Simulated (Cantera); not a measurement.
What does this Cantera script print?

```python
import numpy as np
import cantera as ct

gas_names = [...]  # 117 gases of nasa_gas.yaml made of C, H, Na, O
cond_names = """
    C(gr) C6H6(L) C7H8(L) C8H18(L),n-octa H2O(s) H2O(L) Na(cr) Na(L) NaOH(a) NaOH(L) NaO2(s) Na2CO3(I)
    Na2CO3(II) Na2CO3(L) Na2O(c) Na2O(a) Na2O(L) Na2O2(a) Na2O2(b)
""".split()


# ... load() reads the species with a 1 bar reference pressure and builds the phases ...
atoms = {
    'Na2CO3': {'Na': 2, 'C': 1, 'O': 3},
    'H2': {'H': 2},
    'O2': {'O': 2},
}
top_T = {'C(gr)': 4500, 'NaO2(s)': 800, 'Na2O2(b)': 940}  # K; cautious upper limits of use, not melting points


# ... equilibrate(T, P, feed) seeds the gas with the atoms and calls Mixture.equilibrate('TP', solver="vcs", rtol=1e-11, max_steps=5000) ...
results = []
feed = {'Na2CO3': 1, 'H2': 1.2, 'O2': 1}  # mol
P = 150000  # Pa
for T in [800, 900, 1000, 1100, 1200, 1300, 1400, 1500, 1600, 1700, 1800, 1900, 2000, 2100]:
    mix = equilibrate(T, P, feed)
    results.append((T, P, feed, dict(zip(mix.species_names, mix.species_moles))))
    x = sorted(zip(gas.X, gas.species_names), reverse=True)
    print(f"T = {T:g} K  P = {P:g} Pa  gas = {mix.phase_moles(0):.4g} mol")
    print("   x: " + "  ".join(f"{s} {v:.3e}" for v, s in x if v > 1e-05))
    print("   condensed (mol): " + ("  ".join(f"{mix.phase(i).name} {mix.phase_moles(i):.4g}"
          for i in range(1, mix.n_phases) if mix.phase_moles(i) > 1e-12) or "none"))
```

Result:

```
T = 800 K  P = 150000 Pa  gas = 1.6 mol
   x: H2O 7.500e-01  O2 2.500e-01
   condensed (mol): NaOH(L) 4.221e-07  Na2CO3(II) 1
T = 900 K  P = 150000 Pa  gas = 1.6 mol
   x: H2O 7.500e-01  O2 2.500e-01
   condensed (mol): NaOH(L) 4.978e-06  Na2CO3(II) 1
T = 1000 K  P = 150000 Pa  gas = 1.6 mol
   x: H2O 7.500e-01  O2 2.500e-01  NaOH 2.683e-05  CO2 2.367e-05
   condensed (mol): NaOH(L) 2.965e-05  Na2CO3(II) 1
T = 1100 K  P = 150000 Pa  gas = 1.6 mol
   x: H2O 7.497e-01  O2 2.499e-01  NaOH 2.247e-04  CO2 1.440e-04
   condensed (mol): NaOH(L) 8.073e-05  Na2CO3(II) 0.9998
T = 1200 K  P = 150000 Pa  gas = 1.602 mol
   x: H2O 7.485e-01  O2 2.497e-01  NaOH 1.185e-03  CO2 6.174e-04  Na2O2H2 2.500e-05
   condensed (mol): Na2CO3(L) 0.999
T = 1300 K  P = 150000 Pa  gas = 1.607 mol
   x: H2O 7.443e-01  O2 2.489e-01  NaOH 4.414e-03  CO2 2.273e-03  Na2O2H2 6.554e-05  OH 2.700e-05
   condensed (mol): Na2CO3(L) 0.9963
T = 1400 K  P = 150000 Pa  gas = 1.622 mol
   x: H2O 7.330e-01  O2 2.466e-01  NaOH 1.337e-02  CO2 6.836e-03  Na2O2H2 1.445e-04  OH 7.839e-05
   condensed (mol): Na2CO3(L) 0.9889
T = 1500 K  P = 150000 Pa  gas = 1.657 mol
   x: H2O 7.065e-01  O2 2.413e-01  NaOH 3.423e-02  CO2 1.742e-02  Na2O2H2 2.755e-04  OH 1.945e-04  Na 5.175e-05
   condensed (mol): Na2CO3(L) 0.9711
T = 1600 K  P = 150000 Pa  gas = 1.733 mol
   x: H2O 6.537e-01  O2 2.307e-01  NaOH 7.584e-02  CO2 3.854e-02  Na2O2H2 4.604e-04  OH 4.185e-04  Na 2.947e-04  NaO 3.963e-05
   condensed (mol): Na2CO3(L) 0.9332
T = 1700 K  P = 150000 Pa  gas = 1.884 mol
   x: H2O 5.622e-01  O2 2.124e-01  NaOH 1.473e-01  CO2 7.507e-02  Na 1.384e-03  OH 7.813e-04  Na2O2H2 6.725e-04  NaO 1.608e-04  H2 2.001e-05  O 1.682e-05
   condensed (mol): Na2CO3(L) 0.8585
T = 1800 K  P = 150000 Pa  gas = 2.169 mol
   x: H2O 4.265e-01  NaOH 2.505e-01  O2 1.854e-01  CO2 1.291e-01  Na 5.626e-03  OH 1.248e-03  Na2O2H2 8.393e-04  NaO 5.559e-04  CO 5.039e-05  H2 4.356e-05  O 4.278e-05  Na2O 1.411e-05
   condensed (mol): Na2CO3(L) 0.7198
T = 1900 K  P = 150000 Pa  gas = 2.692 mol
   x: NaOH 3.660e-01  H2O 2.609e-01  CO2 1.948e-01  O2 1.530e-01  Na 2.058e-02  NaO 1.698e-03  OH 1.649e-03  Na2O2H2 8.459e-04  CO 2.230e-04  O 9.527e-05  H2 7.096e-05  Na2O 7.055e-05
   condensed (mol): Na2CO3(L) 0.4748
T = 2000 K  P = 150000 Pa  gas = 3.664 mol
   x: NaOH 4.335e-01  CO2 2.540e-01  O2 1.253e-01  H2O 1.093e-01  Na 6.939e-02  NaO 4.803e-03  OH 1.699e-03  CO 7.751e-04  Na2O2H2 6.052e-04  Na2O 3.264e-04  O 1.934e-04  H2 7.272e-05  Na2 3.425e-05  H 1.132e-05
   condensed (mol): Na2CO3(L) 0.06645
T = 2100 K  P = 150000 Pa  gas = 3.925 mol
   x: NaOH 3.951e-01  CO2 2.531e-01  O2 1.268e-01  H2O 1.064e-01  Na 1.061e-01  NaO 6.894e-03  OH 2.679e-03  CO 1.699e-03  O 4.042e-04  Na2O 3.726e-04  Na2O2H2 2.739e-04  H2 1.446e-04  Na2 6.346e-05  H 3.059e-05  NaH 1.208e-05
   condensed (mol): none
```

These are equilibrium values from Cantera (NASA tables, ideal gas, pure condensed phases), not measurements of a reactor.
